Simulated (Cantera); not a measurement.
Input (Python, Cantera):

```python
import numpy as np
import cantera as ct

gas = ct.Solution("gri30.yaml")
gas.TPX = 1175, 9000, {'N2O': 0.11, 'H2O': 0.07}
inlet = ct.Reservoir(gas, clone=True)

reactor = ct.IdealGasConstPressureReactor(gas, energy="off", clone=False)
exhaust = ct.Reservoir(gas, clone=True)
tau = [0.64, 0.4, 0.25, 0.16, 0.097, 0.06, 0.038, 0.023, 0.015, 0.0091][0]
for a, b in ((inlet, reactor), (reactor, exhaust)):
    ct.MassFlowController(a, b, mdot=lambda t: reactor.mass / tau)
net = ct.ReactorNet([reactor])
show = ['N2O', 'H2O', 'O', 'NO', 'O2', 'H2']

rows = []
print(f"{'tau/s':>10s}{'T/K':>9s}" + "".join(f"{s:>11s}" for s in show))
for tau in [0.64, 0.4, 0.25, 0.16, 0.097, 0.06, 0.038, 0.023, 0.015, 0.0091]:
    net.initial_time = 0.0
    net.advance(30 * tau)
    before = gas.X
    net.advance(40 * tau)
    drift = np.max(np.abs(gas.X - before) / (gas.X + 1e-9))
    rows.append([gas.T, *gas[show].X, drift])
    print(f"{tau:10.3e}{gas.T:9.1f}" + "".join(f"{x:11.3e}" for x in gas[show].X))
```

Output:

```
     tau/s      T/K        N2O        H2O          O         NO         O2         H2
 6.400e-01   1175.0  5.645e-01  3.820e-01  2.421e-06  2.021e-03  1.654e-02  7.943e-07
 4.000e-01   1175.0  5.810e-01  3.844e-01  2.466e-06  1.296e-03  1.067e-02  8.979e-07
 2.500e-01   1175.0  5.918e-01  3.860e-01  2.499e-06  8.231e-04  6.803e-03  1.002e-06
 1.600e-01   1175.0  5.986e-01  3.870e-01  2.522e-06  5.327e-04  4.401e-03  1.085e-06
 9.700e-02   1175.0  6.035e-01  3.877e-01  2.535e-06  3.270e-04  2.681e-03  1.142e-06
 6.000e-02   1175.0  6.064e-01  3.882e-01  2.537e-06  2.052e-04  1.656e-03  1.145e-06
 3.800e-02   1175.0  6.081e-01  3.884e-01  2.530e-06  1.321e-04  1.041e-03  1.093e-06
 2.300e-02   1175.0  6.093e-01  3.886e-01  2.510e-06  8.161e-05  6.203e-04  9.723e-07
 1.500e-02   1175.0  6.099e-01  3.887e-01  2.482e-06  5.411e-05  3.955e-04  8.235e-07
 9.100e-03   1175.0  6.104e-01  3.888e-01  2.436e-06  3.327e-05  2.304e-04  6.178e-07
```

Computed with Cantera and GRI-Mech 3.0 (53 species, 325 reactions). GRI-Mech 3.0 was tuned for natural gas; its chemistry of N2O as a main component is partial and can be far from experiment. The mechanism lacks the step 2 NO + O2 → 2 NO2, which can matter for NO2 below about 1400 K. The temperature is held fixed by assumption; the heat of reaction is taken as removed at once.
